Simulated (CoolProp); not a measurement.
Vapour-liquid equilibrium of propane (1) + isobutane (2) at 0.0775 MPa; x and y are mole fractions of (1).

Computed with CoolProp (multi-fluid Helmholtz-energy mixture model, Lemmon 2009 and Bücker 2006; pair parameters Kunz 2012).

**Question.** Give the bubble temperature and the first vapour's composition at x = 0.5, 0.65, 0.875. Is there an azeotrope?

**Answer.** x = 0.5: 235.9 K, y = 0.781; x = 0.65: 232.1 K, y = 0.873; x = 0.875: 227.4 K, y = 0.965. No azeotrope shows between x = 0.05 and 0.95.

Pair parameters are fitted to limited data, so mixtures are less certain than the pure fluids.
